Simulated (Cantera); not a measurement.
# Reactions in the system Cl-Cs-F-H

Standard-state values (1 bar) from the NASA 1993 polynomials, evaluated with Cantera. Values are per mole of reaction as written; species without (g) are pure solids or liquids, kept so even where they would boil at 1 bar.

HCl(g) + F(g) + Cs → HF(g) + CsCl

| T (K) | ΔH° (kJ) | ΔS° (J/K) | ΔG° (kJ) | log10 K | condensed phases |
|---|---|---|---|---|---|
| 300 | -702.5 | -155.9 | -655.7 | 114.17 | Cs(s), CsCl(s) |
| 475 | -704.6 | -163.1 | -627.2 | 68.96 | Cs(l), CsCl(s) |
| 575 | -704.2 | -162.2 | -610.9 | 55.49 | Cs(l), CsCl(s) |
| 675 | -703.4 | -161.0 | -594.7 | 46.02 | Cs(l), CsCl(s) |
| 775 | -698.6 | -154.5 | -578.9 | 39.01 | Cs(l), CsCl(s) |
| 875 | -697.3 | -153.0 | -563.5 | 33.64 | Cs(l), CsCl(s) |
| 975 | -679.5 | -133.6 | -549.3 | 29.43 | Cs(l), CsCl(l) |
| 1075 | -677.0 | -131.2 | -536.0 | 26.05 | Cs(l), CsCl(l) |
| 1175 | -674.7 | -129.1 | -523.0 | 23.25 | Cs(l), CsCl(l) |
| 1275 | -672.6 | -127.4 | -510.2 | 20.90 | Cs(l), CsCl(l) |
